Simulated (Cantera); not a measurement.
Low-pressure radical oxidation in H2/O2

An isothermal, constant-pressure homogeneous reactor starts with 2.82 % H2, 97.2 % O2, equivalence ratio 0.015, at 1275 K and 4.13 Torr.

Cantera simulation using the H2/O2 subset of GRI-Mech 3.0, which has no nitrogen chemistry; the numbers are that mechanism's predictions, not measurements. Radical loss at walls, strong at low pressure, is not modelled.

| t (s) | x H2 | x O2 | x HO2 | x H2O2 | x H | x O |
|---|---|---|---|---|---|---|
| 5.00e-5 | 0.0282 | 0.972 | 1.97e-9 | <1e-12 | 1.48e-9 | 5.26e-10 |
| 0.000164 | 0.0282 | 0.972 | 6.45e-9 | <1e-12 | 3.36e-9 | 4.00e-9 |
| 0.000535 | 0.0282 | 0.972 | 2.11e-8 | 9.72e-12 | 1.06e-8 | 2.97e-8 |
| 0.00175 | 0.0282 | 0.972 | 6.94e-8 | 1.01e-10 | 2.02e-7 | 7.59e-7 |
| 0.00572 | 0.0198 | 0.965 | 7.58e-7 | 2.57e-8 | 0.00137 | 0.00481 |
| 0.0187 | 0.000294 | 0.947 | 7.03e-7 | 1.84e-8 | 0.00255 | 0.0220 |
| 0.0612 | 0.000273 | 0.949 | 6.85e-7 | 1.83e-8 | 0.00226 | 0.0203 |
| 0.200 | 0.000217 | 0.954 | 6.29e-7 | 1.80e-8 | 0.00157 | 0.0158 |
| 0.654 | 0.000114 | 0.962 | 4.80e-7 | 1.62e-8 | 0.000575 | 0.00805 |
| 2.14 | 2.92e-5 | 0.969 | 2.38e-7 | 1.07e-8 | 7.32e-5 | 0.00203 |
| 7.00 | 4.35e-6 | 0.971 | 6.78e-8 | 4.39e-9 | 4.16e-6 | 0.000299 |
x: mole fraction; the columns are a selection and need not sum to one.

Equilibrium at this temperature and pressure: H2 2.17e-8, O2 0.971, HO2 1.35e-8, H2O2 9.42e-11, H 1.47e-9, O 1.49e-6 (gas phase only).
